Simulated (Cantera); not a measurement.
Input (Python, Cantera) and output of one run.

```python
import numpy as np
import cantera as ct

gas_names = """
    AL ALH ALN AL2 H H2 N NH NH2 NH3 N2 N2H2 N2H4
""".split()
cond_names = """
    AL(cr) AL(L) ALN(s)
""".split()


# ... load() reads the species with a 1 bar reference pressure and builds the phases ...
atoms = {
    'AlN': {'AL': 1, 'N': 1},
    'H2': {'H': 2},
    'N2': {'N': 2},
}
top_T = {'ALN(s)': 2750}  # K; cautious upper limits of use, not melting points


# ... equilibrate(T, P, feed) seeds the gas with the atoms and calls Mixture.equilibrate('TP', solver="vcs", rtol=1e-11, max_steps=5000) ...
results = []
feed = {'AlN': 1, 'H2': 4.2, 'N2': 23}  # mol
P = 1  # Pa
for T in [723, 823, 923, 1023, 1123, 1223, 1323, 1423, 1523, 1623]:
    mix = equilibrate(T, P, feed)
    results.append((T, P, feed, dict(zip(mix.species_names, mix.species_moles))))

top = {s: max(r[3][s] / sum(r[3][g] for g in gas_names) for r in results) for s in gas_names}
cols = sorted((s for s in top if top[s] > 1e-05), key=lambda s: -top[s])[:9]
seen = [c for c in cond_names if any(r[3].get(c, 0) > 1e-12 for r in results)]
print("log10 of partial pressures in bar; condensed amounts in mol")
print(f"{'T/K':>10s}" + "".join(f"{s[:9]:>10s}" for s in cols + seen))
for T, P, feed, n in results:
    ng = sum(n[g] for g in gas_names)
    print(f"{T:10.4g}" + "".join(f"{np.log10(max(n[s] / ng * P / 1e5, 1e-99)):10.3f}" for s in cols)
          + "".join(f"{n.get(c, 0):10.4g}" for c in seen))
```

Output:

```
log10 of partial pressures in bar; condensed amounts in mol
       T/K        N2        H2        AL         H       ALH    ALN(s)
       723    -5.073    -5.811   -31.723   -15.979   -31.830         1
       823    -5.073    -5.811   -26.057   -14.040   -26.799         1
       923    -5.073    -5.811   -21.626   -12.517   -22.867         1
      1023    -5.073    -5.811   -18.068   -11.289   -19.710         1
      1123    -5.073    -5.811   -15.148   -10.276   -17.121         1
      1223    -5.073    -5.811   -12.711    -9.428   -14.960         1
      1323    -5.073    -5.812   -10.645    -8.706   -13.130    0.9999
      1423    -5.073    -5.813    -8.873    -8.084   -11.561    0.9963
      1523    -5.075    -5.819    -7.336    -7.546   -10.203    0.8734
      1623    -5.089    -5.849    -6.460    -7.085    -9.495         0
```

Method: chemical equilibrium by Gibbs-energy minimisation in Cantera with the NASA 1993 tables (ideal gas, pure condensed phases).
